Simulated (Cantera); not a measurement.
A closed system holds: 1 mol CH3F, 7.5 mol H2, held at 100000 Pa.

Equilibrium computed with Cantera from the NASA thermochemical tables; the gas is ideal and each condensed phase is pure. Candidate condensed phases: C, C6H6, C7H8, C8H18; 95 gas species. The numbers say what is thermodynamically allowed, not how fast it happens.

x: gas mole fraction; n: condensed amount in mol.

```csv
T (K),x H2,x HF,x CH4,x H,x C2H2 (acetylene),x CH3,x C2H4,n C(graphite)
975,0.805,0.114,0.0814,1.03e-9,4.59e-10,1.76e-9,3.40e-7,0.285
1075,0.858,0.109,…,…,…,…,…,…
1175,0.878,0.107,…,…,…,…,…,…
1275,0.887,0.106,0.00729,6.94e-7,3.41e-7,1.11e-7,1.22e-6,0.931
1375,0.890,0.106,0.00395,3.23e-6,1.58e-6,2.86e-7,1.57e-6,0.963
1475,0.892,0.106,0.00231,1.23e-5,5.95e-6,6.42e-7,1.95e-6,0.978
1575,0.893,0.105,0.00145,3.93e-5,1.88e-5,1.30e-6,2.34e-6,0.986
1675,0.894,0.105,0.000962,0.000110,5.19e-5,2.40e-6,2.75e-6,0.990
1775,0.894,0.105,0.000669,0.000274,0.000127,4.15e-6,3.17e-6,0.991
1875,0.893,0.105,0.000484,0.000620,0.000283,6.74e-6,3.59e-6,0.990
1975,0.893,0.105,0.000362,0.00129,0.000580,1.04e-5,4.01e-6,0.985
2075,0.891,0.105,0.000278,0.00251,0.00111,1.54e-5,4.43e-6,0.976
```

### Question
Some entries are withheld; supply them.

### Answer

- 1175, x CH4: 0.0148
- 1175, x H: 1.15e-7
- 1175, x C2H2 (acetylene): 5.59e-8
- 1175, x CH3: 3.65e-8
- 1175, x C2H4: 8.93e-7
- 1175, n C(graphite): 0.862
- 1075, x CH4: 0.0332
- 1075, x H: 1.36e-8
- 1075, x C2H2 (acetylene): 6.46e-9
- 1075, x CH3: 9.50e-9
- 1075, x C2H4: 5.98e-7
- 1075, n C(graphite): 0.695
